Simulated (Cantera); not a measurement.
A closed system holds: 1 mol trisilylamine, 14 mol NH₃, 4.3 mol N₂, equilibrated at 53.0 Pa.

Method: chemical equilibrium by Gibbs-energy minimisation in Cantera with the NASA 1993 tables (ideal gas, pure condensed phases). Candidate condensed phases: Si, Si₃N₄; 18 gas species. The feed counts by its element totals alone. Equilibrium is a limit: real reactors are often held back by kinetics, nucleation or transport.

Q: Which condensed phases are stable at each of these points (T (K)): 1450, 1475, 1500, 1525, 1550, 1575, 1600, 1625, 1650, 1675?

A: 
```
T (K)  condensed phases  Si condensed (%)
-----  ----------------  ----------------
1450           Si₃N₄(s)             100.0
1475           Si₃N₄(s)             100.0
1500           Si₃N₄(s)             100.0
1525           Si₃N₄(s)             100.0
1550           Si₃N₄(s)              99.9
1575              Si(s)              99.8
1600              Si(s)              99.7
1625              Si(s)              99.6
1650              Si(s)              99.3
1675              Si(s)              98.9
```

From 1450 K to 1550 K the condensed part is Si₃N₄(s). From 1575 K to 1675 K the condensed part is Si(s).
